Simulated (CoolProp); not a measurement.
Propylene glycol along the isobar 441 kPa: Z from the reference equation and from simpler models built on Tc = 674.0 K, pc = 7292 kPa, ω = 0.327; each cubic takes its own stable root.

Computed with CoolProp (reference Helmholtz-energy equation of state, Eisenbach 2021).

| T (K) | phase | reference |
|---|---|---|
| 404.8 | liquid | 0.01054 |
| 417.9 | liquid | 0.01034 |
| 431.1 | liquid | 0.01015 |
| 444.3 | liquid | 0.009989 |
| 457.4 | liquid | 0.009843 |
| 470.6 | liquid | 0.009713 |
| 483.8 | liquid | 0.009601 |
| 496.9 | liquid | 0.009507 |
| 510.1 | liquid | 0.009431 |
| 523.3 | gas | 0.9437 |
| 536.4 | gas | 0.9492 |
| 549.6 | gas | 0.9540 |
| 562.8 | gas | 0.9583 |
| 575.9 | gas | 0.9620 |
| 589.1 | gas | 0.9654 |
| 602.3 | gas | 0.9684 |

Q: How far does each simpler model (van der Waals, Redlich-Kwong, Soave-Redlich-Kwong, Peng-Robinson) lie from the reference over these 16 states: mean and median of the absolute difference, and the worst?

A: 
- van der Waals: mean 5365.5 %, median 8909.2 %, worst +10124.8 % at 510.1 K and 441 kPa
- Redlich-Kwong: mean 3042.1 %, median 5.5 %, worst +10008.2 % at 510.1 K and 441 kPa
- Soave-Redlich-Kwong: mean 1840.0 %, median 1.2 %, worst +9944.5 % at 510.1 K and 441 kPa
- Peng-Robinson: mean 1837.4 %, median 9.9 %, worst +9913.8 % at 510.1 K and 441 kPa

At some of these states van der Waals, Redlich-Kwong, Soave-Redlich-Kwong, Peng-Robinson gives the other phase, because its saturation line lies elsewhere.
